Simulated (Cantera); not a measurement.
What does this Cantera script print?

```python
import numpy as np
import cantera as ct

gas = ct.Solution("gri30.yaml")


def delay(T, t_max=10):
    gas.TPX = T, 1000000, {'CH4': 1, 'O2': 1.54, 'N2': 5.78, 'CO2': 1.3}
    reactor = ct.IdealGasConstPressureReactor(gas, clone=False)
    net = ct.ReactorNet([reactor])
    net.rtol, net.atol = 1e-8, 1e-16
    while net.time < t_max:
        t_old, T_old = net.time, reactor.T
        net.step()
        if reactor.T > T + 400:  # ignition: a rise of 400 K
            return t_old + (T + 400 - T_old) / (reactor.T - T_old) * (net.time - t_old)
    return np.nan


taus = []
for T in [1250, 1325, 1400, 1475, 1550, 1625, 1700, 1775, 1850, 1925]:
    taus.append(delay(T))
    print(f"T0 = {T:6g} K   tau = {taus[-1]:.4e} s")
```

It prints:

```
T0 =   1250 K   tau = 3.6191e-03 s
T0 =   1325 K   tau = 1.5791e-03 s
T0 =   1400 K   tau = 7.2168e-04 s
T0 =   1475 K   tau = 3.4227e-04 s
T0 =   1550 K   tau = 1.6775e-04 s
T0 =   1625 K   tau = 8.5155e-05 s
T0 =   1700 K   tau = 4.5076e-05 s
T0 =   1775 K   tau = 2.5060e-05 s
T0 =   1850 K   tau = 1.4692e-05 s
T0 =   1925 K   tau = 9.0833e-06 s
```

Detailed kinetics in Cantera: GRI-Mech 3.0 (53 species, 325 reactions).
